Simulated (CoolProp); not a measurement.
Vapour-liquid equilibrium of carbon dioxide (1) + isopentane (2) at 235.1 K; x and y are mole fractions of (1).

Computed with CoolProp (multi-fluid Helmholtz-energy mixture model, Span 1996 and Lemmon 2006; pair parameters Kunz 2012).

Task: Give the bubble pressure and the first vapour's composition at x = 0.05, 0.5, 0.65. Is there an azeotrope?

Result: x = 0.05: 1.045 bar, y = 0.954; x = 0.5: 6.987 bar, y = 0.994; x = 0.65: 7.858 bar, y = 0.995. No azeotrope shows between x = 0.05 and 0.95.

Pair parameters are fitted to limited data, so mixtures are less certain than the pure fluids. The gap from Raoult's law changes sign with composition, which may be real or a fault of the pair parameters; it wasn't checked against measurements. With so large a gap from Raoult's law the liquid may split in two, which this calculation doesn't test in full.
